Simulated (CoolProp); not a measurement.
Vapour-liquid equilibrium of propane (1) + isobutane (2) at 0.0558 MPa; x and y are mole fractions of (1).

Model: multi-fluid Helmholtz-energy mixture model, Lemmon 2009 and Bücker 2006; pair parameters Kunz 2012, in CoolProp.

Question: Give the bubble temperature and the first vapour's composition at x = 0.05, 0.2, 0.35. Is there an azeotrope?

Answer: x = 0.05: 244.4 K, y = 0.155; x = 0.2: 237.9 K, y = 0.472; x = 0.35: 232.8 K, y = 0.664. No azeotrope shows between x = 0.05 and 0.95.

Pair parameters are fitted to limited data, so mixtures are less certain than the pure fluids.
